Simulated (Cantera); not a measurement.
**SiCl₄ + Cl₂ + H₂ (chlorosilane synthesis and conversion)**

A closed system holds: 1 mol SiCl₄, 1.2 mol Cl₂, 0.66 mol H₂, equilibrated at 625 K and 3000 Torr.

Method: chemical equilibrium by Gibbs-energy minimisation in Cantera with the NASA 1993 tables (ideal gas, pure condensed phases). Candidate condensed phases: Si; 19 gas species. Kinetics and transport are ignored.

```json
{
 "x(HCl)": "0.462",
 "x(SiCl₄)": "0.350",
 "x(Cl₂)": "0.189",
 "gas_amount": "2.860 mol",
 "log10 activity of Si(s) (absent)": "-48.04"
}
```
